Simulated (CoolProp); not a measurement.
Ethanol along the isobar 140 bar: density (kg/m³) from the reference equation and from simpler models built on Tc = 514.7 K, pc = 62.68 bar, ω = 0.644; each cubic takes its own stable root.

Computed with CoolProp (reference Helmholtz-energy equation of state, Schroeder 2014).

```
T (K)   phase  reference
-----  ------  ---------
246.2  liquid      838.3
253.9  liquid      832.1
261.7  liquid      825.9
269.5  liquid      819.7
277.3  liquid      813.5
285    liquid      807.4
292.8  liquid      801.2
300.6  liquid      794.9
308.3  liquid      788.8
```

Task: How far does each simpler model (van der Waals, Redlich-Kwong, Soave-Redlich-Kwong, Peng-Robinson) lie from the reference over these 9 states: mean and median of the absolute difference, and the worst?

Result: 
- van der Waals: mean 45.1 %, median 45.1 %, worst -45.2 % at 246.2 K and 140 bar
- Redlich-Kwong: mean 20.0 %, median 19.9 %, worst -20.4 % at 308.3 K and 140 bar
- Soave-Redlich-Kwong: mean 15.5 %, median 15.5 %, worst -15.9 % at 246.2 K and 140 bar
- Peng-Robinson: mean 5.2 %, median 5.2 %, worst -5.8 % at 246.2 K and 140 bar
